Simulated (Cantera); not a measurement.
Cantera run:

```python
import numpy as np
import cantera as ct

gas_names = """
    H HNO HNO2 HNO3 HO2 H2 H2O H2O2 N NH NH2 NH3 NH2OH NO NO2 NO3 N2 N2H2 N2H4 N2O O OH O2 O3 Si SiH
    SiH2 SiH3 SiH4 SiN SiO SiO2 Si2 Si2N Si3
""".split()
cond_names = """
    H2O(s) H2O(L) Si(cr) Si(L) SiO2(Lqz) SiO2(hqz) SiO2(L) Si2N2O(s) Si3N4(a)
""".split()


# ... load() reads the species with a 1 bar reference pressure and builds the phases ...
atoms = {
    'SiH4': {'Si': 1, 'H': 4},
    'N2O': {'N': 2, 'O': 1},
    'H2': {'H': 2},
}
top_T = {'Si2N2O(s)': 2100, 'Si3N4(a)': 2400}  # K; cautious upper limits of use, not melting points


# ... equilibrate(T, P, feed) seeds the gas with the atoms and calls Mixture.equilibrate('TP', solver="vcs", rtol=1e-11, max_steps=5000) ...
results = []
feed = {'SiH4': 1, 'N2O': 0.15, 'H2': 0.13}  # mol
P = 1200  # Pa
for T in [598, 798, 998, 1198, 1398, 1598, 1798, 1998]:
    mix = equilibrate(T, P, feed)
    results.append((T, P, feed, dict(zip(mix.species_names, mix.species_moles))))

top = {s: max(r[3][s] / sum(r[3][g] for g in gas_names) for r in results) for s in gas_names}
cols = sorted((s for s in top if top[s] > 0.001), key=lambda s: -top[s])[:5]
seen = [c for c in cond_names if any(r[3].get(c, 0) > 1e-12 for r in results)]
print("log10 of partial pressures in bar; condensed amounts in mol")
print(f"{'T/K':>10s}" + "".join(f"{s[:9]:>10s}" for s in cols + seen))
for T, P, feed, n in results:
    ng = sum(n[g] for g in gas_names)
    print(f"{T:10.4g}" + "".join(f"{np.log10(max(n[s] / ng * P / 1e5, 1e-99)):10.3f}" for s in cols)
          + "".join(f"{n.get(c, 0):10.4g}" for c in seen))
```

It prints:

```
log10 of partial pressures in bar; condensed amounts in mol
       T/K        H2       SiO        N2         H        Si    Si(cr)     Si(L) Si2N2O(s)
       598    -1.921   -21.591   -32.778   -17.360   -31.515       0.7         0      0.15
       798    -1.921   -18.585   -17.339   -12.535   -21.680       0.7         0      0.15
       998    -1.921   -12.330   -12.601    -9.628   -15.798       0.7         0      0.15
      1198    -1.921    -8.824    -8.824    -7.681   -11.890       0.7         0      0.15
      1398    -1.921    -6.241    -6.241    -6.285    -9.108    0.7001         0    0.1499
      1598    -1.925    -4.316    -4.316    -5.236    -7.029    0.7086         0    0.1414
      1798    -1.980    -3.131    -3.131    -4.443    -5.511         0    0.8492         0
      1998    -1.986    -3.135    -3.135    -3.788    -4.371         0      0.84         0
```

These are equilibrium values from Cantera (NASA tables, ideal gas, pure condensed phases), not measurements of a reactor. Mutual solubility and eutectic melting of coexisting phases are not modelled. The tables' values for SiN are old estimates; treat these amounts as uncertain. Gases not in the tables: Si2H6 and higher silanes.
